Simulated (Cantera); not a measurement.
What does this Cantera script print?

```python
import numpy as np
import cantera as ct

gas_names = """
    CL CL2 H HCL H2 N NH NH2 NH3 N2 N2H2 N2H4 Si SiCL SiCL2 SiCL3 SiCL4 SiH SiHCL3 SiH2 SiH2CL2 SiH3
    SiH3CL SiH4 SiN Si2 Si2N Si3
""".split()
cond_names = """
    NH4CL(a) NH4CL(b) Si(cr) Si(L) Si3N4(a)
""".split()


def load(file, names, dense=False):
    # The tables refer to 1 bar. Condensed volumes are neglected.
    table = {s.name: s for s in ct.Species.list_from_file(file)}
    out = []
    for n in names:
        d = dict(table[n].input_data)
        d["thermo"] = dict(d["thermo"], **{"reference-pressure": 1e5})
        if dense:
            d["equation-of-state"] = {"model": "constant-volume", "density": "1e6 g/cm^3"}
        out.append(ct.Species.from_dict(d))
    return out


gas = ct.Solution(thermo="ideal-gas", species=load("nasa_gas.yaml", gas_names))
cond = {s.name: ct.Solution(thermo="fixed-stoichiometry", species=[s], name=s.name)
        for s in load("nasa_condensed.yaml", cond_names, dense=True)}
atoms = {
    'SiHCl3': {'Si': 1, 'H': 1, 'CL': 3},
    'N2': {'N': 2},
    'H2': {'H': 2},
}
top_T = {'Si3N4(a)': 2400}  # K; cautious upper limits of use, not melting points


def equilibrate(T, P, feed):
    n = {}
    for name, mol in feed.items():
        for a, k in atoms[name].items():
            n[a] = n.get(a, 0.0) + k * mol
    gas.TPX = T, P, n
    mass = sum(n.values()) * gas.mean_molecular_weight
    gas.equilibrate("TP")
    valid = [c for c in cond.values() if c.min_temp <= T <= top_T.get(c.name, c.max_temp)]
    mix = ct.Mixture([(gas, mass / gas.mean_molecular_weight)] + [(c, 0.0) for c in valid])
    mix.T, mix.P = T, P
    mix.equilibrate("TP", solver="vcs", rtol=1e-11, max_steps=5000)
    return mix


results = []
feed = {'SiHCl3': 1, 'N2': 3.8, 'H2': 25}  # mol
P = 7500  # Pa
for T in [1523, 1573, 1623, 1673, 1723, 1773, 1823, 1873, 1923, 1973, 2023]:
    mix = equilibrate(T, P, feed)
    results.append((T, P, feed, dict(zip(mix.species_names, mix.species_moles))))

top = {s: max(r[3][s] / sum(r[3][g] for g in gas_names) for r in results) for s in gas_names}
cols = sorted((s for s in top if top[s] > 0.0001), key=lambda s: -top[s])[:7]
seen = [c for c in cond_names if any(r[3].get(c, 0) > 1e-12 for r in results)]
print("log10 of partial pressures in bar; condensed amounts in mol")
print(f"{'T/K':>10s}" + "".join(f"{s[:9]:>10s}" for s in cols + seen))
for T, P, feed, n in results:
    ng = sum(n[g] for g in gas_names)
    print(f"{T:10.4g}" + "".join(f"{np.log10(max(n[s] / ng * P / 1e5, 1e-99)):10.3f}" for s in cols)
          + "".join(f"{n.get(c, 0):10.4g}" for c in seen))
```

It prints:

```
log10 of partial pressures in bar; condensed amounts in mol
       T/K        H2        N2       HCL     SiCL2         H        Si      SiCL     Si(L)  Si3N4(a)
      1523    -1.223    -2.103    -2.144    -3.903    -5.248    -9.096    -7.849         0    0.3151
      1573    -1.223    -2.100    -2.157    -3.649    -5.002    -8.346    -7.286         0    0.3014
      1623    -1.222    -2.095    -2.177    -3.428    -4.772    -7.645    -6.769         0    0.2811
      1673    -1.222    -2.089    -2.206    -3.241    -4.554    -6.988    -6.293         0    0.2539
      1723    -1.221    -2.081    -2.242    -3.088    -4.350    -6.371    -5.858         0    0.2206
      1773    -1.220    -2.073    -2.287    -2.964    -4.156    -5.789    -5.458         0    0.1835
      1823    -1.225    -2.034    -2.313    -2.924    -3.976    -5.355    -5.176    0.4991         0
      1873    -1.226    -2.034    -2.306    -2.939    -3.803    -5.055    -4.991    0.5121         0
      1923    -1.227    -2.035    -2.300    -2.954    -3.639    -4.770    -4.817    0.5217         0
      1973    -1.228    -2.035    -2.295    -2.969    -3.484    -4.501    -4.651    0.5265         0
      2023    -1.229    -2.036    -2.290    -2.984    -3.336    -4.245    -4.495    0.5243         0
```

Equilibrium computed with Cantera from the NASA thermochemical tables; the gas is ideal and each condensed phase is pure. The tables' values for SiCl, SiCl3, SiN are old estimates; treat these amounts as uncertain. Gases not in the tables: Si2H6 and higher silanes.
